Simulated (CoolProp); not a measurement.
Properties of R407C along the isobar 4130 kPa (Tc = 86.2 °C, pc = 4632 kPa, ω = 0.363).

The numbers come from the reference Helmholtz-energy equation of state, Lemmon 2003 in CoolProp. It is a pseudo-pure fit of the blend.

| T (°C) | phase | density (kg/m³) | cp (kJ/(kg K)) | viscosity (µPa s) | Prandtl number | fugacity coefficient |
|---|---|---|---|---|---|---|
| 20.35 | liquid | 1177 | 1.462 | 170 | 2.81 | 0.2168 |
| 45.75 | liquid | 1064 | 1.625 | 124 | 2.61 | 0.3796 |
| 96.55 | gas | 188.3 | 1.796 | 20.6 | 1.47 | 0.7182 |
| 121.95 | gas | 147.7 | 1.369 | 20.0 | 1.07 | 0.7807 |
| 147.35 | gas | 127.0 | 1.262 | 20.2 | 0.957 | 0.8261 |
| 172.75 | gas | 113.3 | 1.227 | 20.7 | 0.907 | 0.8607 |
| 198.15 | gas | 103.1 | 1.220 | 21.4 | 0.882 | 0.8878 |
| 223.55 | gas | 95.15 | 1.227 | 22.2 | 0.869 | 0.9093 |

Viscosity comes from a separate model (Geller 2000). Thermal conductivity comes from a separate model (Geller 2001).
